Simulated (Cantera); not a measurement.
Feed: 1 mol Si, 1.5 mol H₂, equilibrated at 277 °C and 1.00 bar.

These are equilibrium values from Cantera (NASA tables, ideal gas, pure condensed phases), not measurements of a reactor. Candidate condensed phases: Si; 9 gas species. Rates play no part.

Q: What is the equilibrium state?

A: 
| Property | Value |
|---|---|
| x(H₂) | 1.00 |
| n(Si(s)) | 1.00 mol |
| gas amount | 1.500 mol |
